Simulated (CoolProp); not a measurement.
The fluid at 293.15 K and 4.56 MPa is throttled through a valve to 0.582 MPa with no heat exchange. The same conditions are run with several fluids, on thermodynamics alone (safety and materials aside).

The numbers come from the reference Helmholtz-energy equation of state of each fluid (m-xylene: Zhou 2012; dimethyl carbonate: Zhou 2011; isobutene: Lemmon 2005; R1336mzz(E): Akasaka 2023; R115: Lemmon 2016) in CoolProp.

Q: Rank m-xylene, dimethyl carbonate, isobutene, R1336mzz(E), R115 by temperature change (K), highest first.

A: m-xylene (+1.9), dimethyl carbonate (+1.3), isobutene (+1.2), R1336mzz(E) (+0.9), R115 (-10.9)

```csv
fluid,final phase,final density (kg/m³)
m-xylene,liquid,863
dimethyl carbonate,liquid,1070
isobutene,liquid,594
R1336mzz(E),liquid,1340
R115,"two-phase, vapour fraction 0.112",318
```
